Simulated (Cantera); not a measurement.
A closed system holds: 1 mol Si3N4, 0.12 mol CO2, 360 mol N2, equilibrated at 1327 °C.

Cantera equilibrium calculation (NASA polynomials, part measured and part estimated; ideal gas, pure solids and liquids). Candidate condensed phases: C, Si, SiC, SiO2, Si2N2O, Si3N4; 34 gas species. Mutual solubility and eutectic melting of coexisting phases are not modelled. Equilibrium is a limit: real reactors are often held back by kinetics, nucleation or transport.

Q: What share of the Si ends up in condensed phases as a function of P (Pa), at 0.100, 0.750, 5.60, 42, 320, 2400, 18000, 130000, 1000000?

A: 
| P (Pa) | Si condensed (%) | as |
|---|---|---|
| 0.100 | 0.0 | - |
| 0.750 | 2.9 | SiC(s) |
| 5.60 | 70.4 | Si(s) + SiC(s) |
| 42 | 90.1 | SiC(s) + Si3N4(s) |
| 320 | 95.7 | SiC(s) + Si3N4(s) |
| 2400 | 99.0 | Si2N2O(s) + Si3N4(s) |
| 18000 | 99.9 | Si2N2O(s) + Si3N4(s) |
| 130000 | 100.0 | Si2N2O(s) + Si3N4(s) |
| 1000000 | 100.0 | Si2N2O(s) + Si3N4(s) |
